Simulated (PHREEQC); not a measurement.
Consider water at 27 °C with 0.0032 mol/kgw NaOH and 0.00079 mol/kgw NaHCO3. Closed to the air; pH follows from the charge balance.

All values are PHREEQC results (ion-association model, phreeqc.dat), not measurements.

Precipitation was switched off in this run.

Problem. Estimate the pH, specific conductance.

Solution. pH 11.29; specific conductance 779 µS/cm.

Problem. In which forms is C present?

Solution. CO3-2 87 %, HCO3- 7.4 %, NaCO3- 5.3 % of the C.

Complexes and solids missing from the database can't appear.
